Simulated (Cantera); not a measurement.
Metals in furnace atmospheres: Fe + SO2 + N2

A closed system holds: 1 mol Fe, 2.5 mol SO2, 7.6 mol N2, held at 825 °C and 1 atm.

Equilibrium computed with Cantera from the NASA thermochemical tables; the gas is ideal and each condensed phase is pure. Candidate condensed phases: Fe, FeO, FeS, FeSO4, FeS2, Fe2O3, Fe2(SO4)3, Fe3O4, S; 19 gas species. Mutual solubility and eutectic melting of coexisting phases are not modelled. FeS: taken at fixed stoichiometry. Gases not in the tables: S3 to S7. Rates play no part.

```
Item                                 Result
--------------------------------  ---------
x(N2)                                 0.782
x(SO2)                                0.207
x(S2)                                0.0106
x(S2O)                             0.000842
x(SO)                               3.54e-5
n(FeS(s))                         0.269 mol
n(Fe3O4(s))                       0.244 mol
gas amount                        9.720 mol
log10 activity of S(l) (absent)       -1.59
log10 activity of Fe(α) (absent)      -3.38
```
